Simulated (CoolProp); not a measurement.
A single-stage vapour-compression cycle with n-pentane: evaporating at 313.15 K (dew point), condensing at 342.15 K (bubble point), superheat 10 K, subcooling 5 K, compressor efficiency 0.6, no pressure losses. Each further row changes one setting.

Computed with CoolProp (reference Helmholtz-energy equation of state, Thol 2019).

```csv
case,cooling COP,pressure ratio,discharge temperature (K),refrigerating effect (kJ/kg),volumetric capacity (kJ/m³)
as stated,6.01,2.39,354.4,314,1020
evaporating temperature 318.15 K,7.54,2.03,353.7,322,1220
condensing temperature 337.15 K,7.44,2.08,349.4,326,1060
subcooling 10 K,6.25,2.39,354.4,326,1060
superheat 20 K,6.14,2.39,364.4,332,1040
compressor efficiency 0.5,5.01,2.39,359.6,314,1020
```
